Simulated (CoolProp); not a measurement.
Vapour-liquid equilibrium of R152A (1) + R227EA (2) at 0.139 MPa; x and y are mole fractions of (1).

Model: multi-fluid Helmholtz-energy mixture model, Outcalt 1996 and Lemmon 2016; pair parameters Bell 2016, in CoolProp.

```json
[
 {"x": "0.05", "bubble temperature (K)": "264.1", "y at the bubble point": "0.060", "dew temperature at overall composition x (K)": "264.2", "liquid density (mol/L)": "9.130"},
 {"x": "0.15", "bubble temperature (K)": "263.4", "y at the bubble point": "0.186", "dew temperature at overall composition x (K)": "263.7", "liquid density (mol/L)": "9.562"},
 {"x": "0.25", "bubble temperature (K)": "262.5", "y at the bubble point": "0.314", "dew temperature at overall composition x (K)": "263.0", "liquid density (mol/L)": "10.03"},
 {"x": "0.35", "bubble temperature (K)": "261.5", "y at the bubble point": "0.434", "dew temperature at overall composition x (K)": "262.3", "liquid density (mol/L)": "10.53"},
 {"x": "0.45", "bubble temperature (K)": "260.5", "y at the bubble point": "0.543", "dew temperature at overall composition x (K)": "261.4", "liquid density (mol/L)": "11.07"},
 {"x": "0.55", "bubble temperature (K)": "259.5", "y at the bubble point": "0.640", "dew temperature at overall composition x (K)": "260.4", "liquid density (mol/L)": "11.66"},
 {"x": "0.65", "bubble temperature (K)": "258.7", "y at the bubble point": "0.726", "dew temperature at overall composition x (K)": "259.4", "liquid density (mol/L)": "12.30"},
 {"x": "0.75", "bubble temperature (K)": "257.9", "y at the bubble point": "0.806", "dew temperature at overall composition x (K)": "258.4", "liquid density (mol/L)": "13.00"},
 {"x": "0.85", "bubble temperature (K)": "257.3", "y at the bubble point": "0.882", "dew temperature at overall composition x (K)": "257.5", "liquid density (mol/L)": "13.77"},
 {"x": "0.95", "bubble temperature (K)": "256.7", "y at the bubble point": "0.959", "dew temperature at overall composition x (K)": "256.8", "liquid density (mol/L)": "14.61"}
]
```

No azeotrope shows between x = 0.05 and 0.95.

Pair parameters are fitted to limited data, so mixtures are less certain than the pure fluids. The gap from Raoult's law changes sign with composition, which may be real or a fault of the pair parameters; it wasn't checked against measurements.
